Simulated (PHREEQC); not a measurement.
Dissolve 0.028 mol H2SO4, 0.0082 mol ZnSO4 and 0.22 mol MgSO4 per kg of water at 80 °C. Closed to the air; pH follows from the charge balance.

The numbers come from PHREEQC with the ion-association model, wateq4f.dat.

Task: The ionic strength comes out as 0.269 mol/kgw. What activity coefficients do Zn+2, Mg+2, Zn(SO4)2-2, HSO4-, SO4-2 get?

Result: Zn+2 0.26, Mg+2 0.28, Zn(SO4)2-2 0.25, HSO4- 0.68, SO4-2 0.23.

No solid was allowed to form. At this temperature some constants are extrapolated from 25 °C, and those without enthalpy data are left unchanged.
